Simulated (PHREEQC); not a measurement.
Make-up at 25 °C: 0.0055 mol/kgw NaH2PO4, 0.0063 mol/kgw KHSO4 and 0.0011 mol/kgw H4SiO4. Closed to the air; pH follows from the charge balance.

Computed with PHREEQC (ion-association model, wateq4f.dat).

Precipitation was switched off in this run.

Estimate the pH.

pH 2.49.

In which forms is Na present?

Na+ 99 %, NaSO4- 1.4 % of the Na.

Examples of supersaturated solids here: Quartz (slow to form), Chalcedony (slow to form). Others may be too. H3PO4, which wateq4f.dat lacks, is added to it with the constant of phreeqc.dat.
